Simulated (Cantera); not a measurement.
Cantera run, input and output.

```python
import numpy as np
import cantera as ct

gas = ct.Solution("gri30.yaml")
gas.TPX = 475, 500000, {'CO': 1, 'H2': 0.59, 'O2': 1.06, 'N2': 4.13}
flame = ct.FreeFlame(gas, width=0.013)
flame.set_refine_criteria(ratio=3, slope=0.08, curve=0.16)
flame.transport_model = "mixture-averaged"
flame.solve(loglevel=0, auto=True)
z, T = flame.grid, flame.T
thick = (T[-1] - T[0]) / np.gradient(T, z).max()
show = ['CO', 'H2', 'O2', 'H2O', 'NO', 'OH']
print(f"laminar burning velocity  {flame.velocity[0] * 100:.3f} cm/s")
print(f"burnt temperature         {T[-1]:.1f} K")
print(f"thermal thickness         {thick * 1e3:.4f} mm")
print(f"grid points               {len(z)}")
z0 = z[flame.heat_release_rate.argmax()]
print(f"{'z/mm':>9s}{'T/K':>9s}{'u/(m/s)':>9s}" + "".join(f"{s:>11s}" for s in show))
rows = []
for k in (-3, -2, -1.5, -1, -0.5, -0.25, 0, 0.25, 0.5, 1, 2, 4, 8):
    zz = z0 + k * thick
    rows.append([k * thick, np.interp(zz, z, T), np.interp(zz, z, flame.velocity),
                 *(np.interp(zz, z, flame.X[gas.species_index(s)]) for s in show)])
    print(f"{rows[-1][0] * 1e3:9.3f}{rows[-1][1]:9.1f}{rows[-1][2]:9.3f}" + "".join(f"{x:11.3e}" for x in rows[-1][3:]))
```

Result:

```
laminar burning velocity  82.820 cm/s
burnt temperature         2256.8 K
thermal thickness         0.1035 mm
grid points               120
     z/mm      T/K  u/(m/s)         CO         H2         O2        H2O         NO         OH
   -0.310    475.0    0.828  1.476e-01  8.632e-02  1.565e-01  1.856e-06  3.741e-12  4.710e-15
   -0.207    475.4    0.827  1.479e-01  8.425e-02  1.568e-01  2.601e-05  6.823e-11  3.300e-13
   -0.155    476.9    0.826  1.484e-01  8.093e-02  1.573e-01  1.261e-04  3.893e-10  3.928e-12
   -0.103    487.4    0.838  1.495e-01  7.247e-02  1.584e-01  9.049e-04  3.863e-09  2.692e-10
   -0.052    627.0    1.057  1.473e-01  4.948e-02  1.560e-01  1.140e-02  1.554e-07  1.702e-06
   -0.026    956.5    1.588  1.326e-01  3.086e-02  1.399e-01  3.440e-02  1.285e-06  2.474e-04
    0.000   1376.3    2.249  1.029e-01  1.349e-02  1.092e-01  6.396e-02  4.079e-06  1.696e-03
    0.026   1656.1    2.665  7.222e-02  5.180e-03  8.359e-02  7.881e-02  8.515e-06  4.022e-03
    0.052   1819.6    2.893  5.074e-02  3.248e-03  7.040e-02  8.244e-02  1.311e-05  5.527e-03
    0.103   1987.5    3.120  3.001e-02  2.526e-03  5.985e-02  8.468e-02  2.056e-05  6.323e-03
    0.207   2118.4    3.296  1.693e-02  1.624e-03  5.354e-02  8.799e-02  3.084e-05  5.652e-03
    0.414   2199.3    3.403  9.086e-03  8.608e-04  5.001e-02  9.063e-02  4.391e-05  4.334e-03
    0.828   2241.2    3.457  4.737e-03  4.590e-04  4.818e-02  9.206e-02  5.996e-05  3.283e-03
```

Computed with Cantera and GRI-Mech 3.0 (53 species, 325 reactions). The hydrogen kinetics of GRI-Mech 3.0 are dated; newer H2 mechanisms differ, most at raised pressure. Burning velocities carry a grid error of a few per cent, more on coarse grids.
